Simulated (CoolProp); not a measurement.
R236EA along the isobar 999 kPa: density (kg/m³) from the reference equation and from simpler models built on Tc = 139.3 °C, pc = 3414 kPa, ω = 0.368; each cubic takes its own stable root.

Computed with CoolProp (reference Helmholtz-energy equation of state, Rui 2013).

```tsv
T (°C)	phase	reference
-11.85	liquid	1540
-1.25	liquid	1509
9.35	liquid	1478
20.05	liquid	1445
30.65	liquid	1411
41.25	liquid	1376
51.95	liquid	1338
62.55	liquid	1298
73.15	liquid	1254
```

Task: How far does each simpler model (van der Waals, Redlich-Kwong, Soave-Redlich-Kwong) lie from the reference over these 9 states: mean and median of the absolute difference, and the worst?

Result: 
- van der Waals: mean 64.7 %, median 40.7 %, worst -95.0 % at 73.15 °C and 999 kPa
- Redlich-Kwong: mean 23.4 %, median 14.4 %, worst -94.8 % at 73.15 °C and 999 kPa
- Soave-Redlich-Kwong: mean 9.4 %, median 8.9 %, worst -11.5 % at 73.15 °C and 999 kPa

At some of these states van der Waals, Redlich-Kwong gives the other phase, because its saturation line lies elsewhere.
